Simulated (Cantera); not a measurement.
A Cantera script and what it prints.

```python
import numpy as np
import cantera as ct

gas_names = """
    O2 F2
""".split()
cond_names = """
    Mg(L) MgF2(s) MgO(s)
""".split()


# ... load() reads the species with a 1 bar reference pressure and builds the phases ...
species = {s.name: s for s in load("nasa_gas.yaml", gas_names) + load("nasa_condensed.yaml", cond_names)}
T = 1000
g = {n: (s.thermo.h(T) - T * s.thermo.s(T)) / (ct.gas_constant * T * np.log(10)) for n, s in species.items()}
valid = cond_names  # the entries whose range holds T


def stable(la, lb):
    # potentials (over RT ln 10) of the two non-metals from log10 p(O2) and log10 p(F2) in bar
    mu = {}
    mu["O"] = (g["O2"] + la) / 2
    mu["F"] = (g["F2"] + lb) / 2
    cost = {}
    for n in valid:
        c = species[n].composition
        cost[n] = (g[n] - sum(c.get(e, 0) * m for e, m in mu.items())) / c["Mg"]
    return min(cost, key=cost.get)


results = []
for lb in [0, -4.4, -8.9, -13.3, -17.8, -22.2, -26.7, -31.1, -35.6, -40]:
    row = [stable(la, lb) for la in [-31, -29.3, -27.6, -25.8, -24.1, -22.4, -20.7, -18.9, -17.2, -15.5, -13.8, -12.1, -10.3, -8.6, -6.9, -5.2, -3.4, -1.7, 0]]
    results.append(row)
    print(f"{lb:6.1f}  " + " ".join(f"{valid.index(n):x}" for n in row))
print("key: " + ", ".join(f"{i:x} {n}" for i, n in enumerate(valid)))
```

Output:

```
   0.0  1 1 1 1 1 1 1 1 1 1 1 1 1 1 1 1 1 1 1
  -4.4  1 1 1 1 1 1 1 1 1 1 1 1 1 1 1 1 1 1 1
  -8.9  1 1 1 1 1 1 1 1 1 1 1 1 1 1 1 1 1 1 1
 -13.3  1 1 1 1 1 1 1 1 1 1 1 1 1 1 1 1 1 1 1
 -17.8  1 1 1 1 1 1 1 1 1 1 1 1 1 1 1 1 1 1 1
 -22.2  1 1 1 1 1 1 1 1 1 1 1 1 1 1 1 1 1 1 1
 -26.7  1 1 1 1 1 1 1 1 1 1 1 1 1 1 1 2 2 2 2
 -31.1  1 1 1 1 1 1 1 1 1 1 2 2 2 2 2 2 2 2 2
 -35.6  1 1 1 1 1 2 2 2 2 2 2 2 2 2 2 2 2 2 2
 -40.0  2 2 2 2 2 2 2 2 2 2 2 2 2 2 2 2 2 2 2
key: 0 Mg(L), 1 MgF2(s), 2 MgO(s)
```

Cantera with NASA thermochemical tables; ideal gases at 1 bar, condensed phases pure. Not in the tables: oxide halides.
